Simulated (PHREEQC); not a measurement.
1.3 g of hydrous ferric oxide (600 m²/g; 0.2 weak and 0.005 strong sites per Fe, Dzombak-Morel constants, diffuse double layer) in 1 kg of water with 0.1 mol/kgw of an inert sodium salt and 9.1e-06 mol/kgw Ag2SO4 and 0.0011 mol/kgw PbCl2, at 25 °C; the pH is set by adding NaOH or the inert anion's acid. Oxygen alone is held at its pressure in air (log pO2 = -0.68). No CO2 enters from the air. Nothing may precipitate in this run.

Base run: PHREEQC, ion-association model, wateq4f.dat. Each further column changes one thing. The table gives Ag sorbed (%).

```tsv
pH	base	no electrostatic term (-no_edl)	background salt from 0.1 to 0.01 mol/kgw	oxide from 1.3 to 6.5 g/kgw
4	0.0	0.0	0.0	0.0
4.67	0.0	0.0	0.0	0.0
5.33	0.0	0.0	0.0	0.2
6	0.1	0.0	0.1	1.0
6.67	0.7	0.2	0.5	5.0
7.33	2.7	2.1	2.0	19.9
8.67	29.3	36.1	25.7	84.0
9.33	60.4	53.7	59.0	95.8
10	84.0	60.0	85.6	98.9
10.67	93.7	61.4	95.7	99.7
11.33	96.5	65.4	98.5	99.9
12	97.8	80.7	98.9	99.9
```

In at least one series the solution becomes supersaturated in solids that the run did not let form, among them Pb(OH)2, Cerargyrite.
